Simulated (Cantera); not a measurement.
Charge: 1 mol B₂O₃, 13 mol NH₃, held at 1473 K and 35.0 mbar.

Equilibrium computed with Cantera from the NASA thermochemical tables; the gas is ideal and each condensed phase is pure. Candidate condensed phases: B, BN, B₂O₃, B₃O₃H₃, H₂O; 39 gas species. Mutual solubility and eutectic melting of coexisting phases are not modelled. The numbers say what is thermodynamically allowed, not how fast it happens.

Base state: H₂ 0.745, N₂ 0.249, HBO₂ 0.00353, H₂O 0.00121, HBO 0.00100, B₂O₃ 0.000353, H 5.84e-5, B₂O₂ 1.08e-5 (mole fractions); condensed: BN(s) + B₂O₃(l).

**Question.** What changes in the equilibrium state with this change: temperature from 1473 K to 1300 K?

**Answer.** 
| species | before | after |
|---|---|---|
| H₂ | 0.745 | 0.749 |
| N₂ | 0.249 | 0.250 |
| H₂O | 0.00121 | 0.00131 |
| HBO₂ | 0.00353 | 0.000596 |
| HBO | 0.00100 | 4.42e-5 |
| B₂O₂ | 1.08e-5 | 3.64e-8 |
| B₂O₃ | 0.000353 | 5.32e-6 |
| BN(s), mol | 0.0427 | 0.0275 |
| B₂O₃(l), mol | 0.910 | 0.978 |

**Question.** What changes in the equilibrium state with this change: B₂O₃ replaced by borazine?

**Answer.** 
| species | before | after |
|---|---|---|
| H₂ | 0.745 | 0.776 |
| N₂ | 0.249 | 0.224 |
| H | 5.84e-5 | 5.96e-5 |
| HBO₂ | 0.00353 | 0 |
| H₂O | 0.00121 | 0 |
| HBO | 0.00100 | 0 |
| B₂O₃ | 0.000353 | 0 |
| B₂O₂ | 1.08e-5 | 0 |
| BN(s), mol | 0.0427 | 3.00 |
| B₂O₃(l), mol | 0.910 | 0 |
The feed counts by its element totals alone.
